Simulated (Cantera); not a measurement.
Charge: 1 mol trisilylamine, 51 mol N₂, 0.14 mol H₂, equilibrated at 0.480 bar.

Equilibrium computed with Cantera from the NASA thermochemical tables; the gas is ideal and each condensed phase is pure. Candidate condensed phases: Si, Si₃N₄; 18 gas species. The feed counts by its element totals alone. Rates play no part. All values below are at 1552 °C.

Base state: N₂ 0.914, H₂ 0.0856, H 0.000186 (mole fractions); condensed: Si₃N₄(s).

What changes in the equilibrium state with this change: pressure from 0.480 bar to 2.30 mbar?


```csv
species,before,after
N₂,0.914,0.914
H₂,0.0856,0.0810
H,0.000186,0.00261
Si,9.15e-7,0.00198
Si₂,<1e-9,1.29e-5
Si₂N,3.77e-8,5.84e-5
SiN,2.49e-7,3.73e-5
SiH,1.97e-7,2.87e-5
"Si₃N₄(s), mol",1.000,0
"Si(l), mol",0,2.88
```
The tables' values for SiN are old estimates; treat these amounts as uncertain.
